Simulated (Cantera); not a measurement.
An adiabatic, constant-volume homogeneous reactor starts with 13.6 % CH4, 18.1 % O2, 68.1 % N2, 0.218 % CO2, at 1048 K and 13.0 bar.

Detailed kinetics in Cantera: GRI-Mech 3.0 (53 species, 325 reactions). The pressure lies above the range GRI-Mech 3.0 was tuned for (to about 10 atm).

One state of this run: T (K) = 2817; P (bar) = 38.3; x CH4 = 3.13e-10; x O2 = 8.12e-5; x H = 0.00381; x CO2 = 0.0320; x NO = 0.000660; x CH3 = 2.72e-10. x: mole fraction; the columns are a selection and need not sum to one.

Problem. Which value of t (s) does it belong to?
(A) 0.0132
(B) 5.84e-5
(C) 3.00
(D) 1.00e-6

Solution. C, 3.00
